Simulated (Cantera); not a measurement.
Cantera with NASA thermochemical tables; ideal gases at 1 bar, condensed phases pure. Values are per mole of reaction as written; species without (g) are pure solids or liquids, kept so even where they would boil at 1 bar.

Q: Between 300 and 2173 K, where is each reaction favourable under standard conditions?
- Si3N4 + 12 Cl(g) → 3 SiCl4(g) + 4 N(g)
- 4 N(g) + 6 SiCl2(g) → 3 SiCl4(g) + Si3N4

A: 
- Si3N4 + 12 Cl(g) → 3 SiCl4(g) + 4 N(g): ΔG° is -662 kJ at 300 K and 293 kJ at 2173 K; it changes sign between 300 and 1773 K. ΔH° is -857 kJ and ΔS° -529 J/K at 2173 K.
- 4 N(g) + 6 SiCl2(g) → 3 SiCl4(g) + Si3N4: ΔG° is -3253 kJ at 300 K and -1066 kJ at 2173 K; it stays negative (K > 1). ΔH° is -3518 kJ and ΔS° -1128 J/K at 2173 K.
